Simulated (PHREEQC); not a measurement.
**Leach liquor: an equilibrium model**

Make-up at 25 °C: 0.00075 mol/kgw HCl, 0.0002 mol/kgw CuSO4 and 0.00026 mol/kgw Fe2(SO4)3. Closed to the air; pH follows from the charge balance.

Model: ion-association model, wateq4f.dat, run in PHREEQC.

No solid was allowed to form.

**Question.** What pH, ionic strength does the model give?

**Answer.** pH 3.00; ionic strength 0.00355 mol/kgw.

**Question.** In which forms is Cu present?

**Answer.** Cu+2 92 %, CuSO4 8.2 % of the Cu.

Saturation is exceeded, for instance for Hematite (slow to form), Goethite (slow to form); the values hold only as long as no solid forms.
